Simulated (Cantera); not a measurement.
What does this Cantera script print?

```python
import numpy as np
import cantera as ct

gas_names = """
    H HI HNO HNO2 HNO3 HO2 H2 H2O H2O2 I I2 N NH NH2 NH3 NH2OH NO NO2 NO3 N2 N2H2 N2H4 N2O O OH O2 O3
""".split()
cond_names = """
    H2O(s) H2O(L) I2(cr) I2(L)
""".split()


# ... load() reads the species with a 1 bar reference pressure and builds the phases ...
atoms = {
    'HI': {'H': 1, 'I': 1},
    'H2O': {'H': 2, 'O': 1},
    'N2': {'N': 2},
}
top_T = {}  # K; cautious upper limits of use, not melting points


# ... equilibrate(T, P, feed) seeds the gas with the atoms and calls Mixture.equilibrate('TP', solver="vcs", rtol=1e-11, max_steps=5000) ...
results = []
feed = {'HI': 1, 'H2O': 0.33, 'N2': 0.51}  # mol
P = 570  # Pa
for T in [2098, 2173, 2248, 2323, 2398, 2473, 2548, 2623, 2698]:
    mix = equilibrate(T, P, feed)
    results.append((T, P, feed, dict(zip(mix.species_names, mix.species_moles))))

top = {s: max(r[3][s] / sum(r[3][g] for g in gas_names) for r in results) for s in gas_names}
cols = sorted((s for s in top if top[s] > 0.001), key=lambda s: -top[s])[:8]
seen = [c for c in cond_names if any(r[3].get(c, 0) > 1e-12 for r in results)]
print("log10 of partial pressures in bar; condensed amounts in mol")
print(f"{'T/K':>10s}" + "".join(f"{s[:9]:>10s}" for s in cols + seen))
for T, P, feed, n in results:
    ng = sum(n[g] for g in gas_names)
    print(f"{T:10.4g}" + "".join(f"{np.log10(max(n[s] / ng * P / 1e5, 1e-99)):10.3f}" for s in cols)
          + "".join(f"{n.get(c, 0):10.4g}" for c in seen))
```

Output:

```
log10 of partial pressures in bar; condensed amounts in mol
       T/K         I         H        N2        H2       H2O         O        OH        HI
      2098    -2.623    -3.983    -2.909    -2.941    -3.103    -6.258    -5.070    -4.419
      2173    -2.625    -3.793    -2.912    -2.952    -3.111    -5.819    -4.824    -4.500
      2248    -2.628    -3.618    -2.916    -2.968    -3.123    -5.409    -4.598    -4.580
      2323    -2.633    -3.457    -2.921    -2.988    -3.144    -5.028    -4.392    -4.659
      2398    -2.640    -3.310    -2.930    -3.014    -3.178    -4.680    -4.210    -4.740
      2473    -2.650    -3.175    -2.941    -3.046    -3.233    -4.368    -4.059    -4.824
      2548    -2.664    -3.052    -2.956    -3.084    -3.319    -4.099    -3.946    -4.910
      2623    -2.681    -2.942    -2.974    -3.133    -3.443    -3.876    -3.877    -5.003
      2698    -2.700    -2.848    -2.994    -3.198    -3.612    -3.699    -3.854    -5.103
```

Equilibrium computed with Cantera from the NASA thermochemical tables; the gas is ideal and each condensed phase is pure.
